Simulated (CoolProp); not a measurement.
Properties of normal hydrogen along the isobar 5.58 MPa (Tc = -240.0 °C, pc = 1.296 MPa, ω = -0.219).

Model: reference Helmholtz-energy equation of state, Leachman 2009, in CoolProp.

```csv
T (°C),phase,cp (kJ/(kg K)),cv (kJ/(kg K)),isothermal compressibility (1/MPa),fugacity coefficient
-241.85,liquid,12.55,6.336,0.02410,0.2274
-229.35,supercritical,19.70,6.646,0.09493,0.5377
-216.85,supercritical,18.01,6.684,0.1734,0.7637
-204.45,supercritical,14.74,6.683,[?],0.8834
-191.95,supercritical,13.41,6.829,[?],[?]
-179.45,supercritical,12.90,[?],0.1733,0.9858
-166.95,supercritical,12.77,[?],0.1723,1.008
-154.55,supercritical,12.83,7.753,0.1717,[?]
-142.05,supercritical,12.97,8.093,0.1715,[?]
-129.55,supercritical,13.14,8.413,0.1714,[?]
-117.05,supercritical,13.33,8.703,0.1714,1.037
```

Task: Complete the blanks.

Result: 
- -204.45, isothermal compressibility (1/MPa): 0.1775
- -191.95, isothermal compressibility (1/MPa): 0.1751
- -191.95, fugacity coefficient: 0.9487
- -179.45, cv (kJ/(kg K)): 7.088
- -166.95, cv (kJ/(kg K)): 7.410
- -154.55, fugacity coefficient: 1.021
- -142.05, fugacity coefficient: 1.029
- -129.55, fugacity coefficient: 1.034

The peak of cp marks the crossing from liquid-like to gas-like fluid above the critical point.
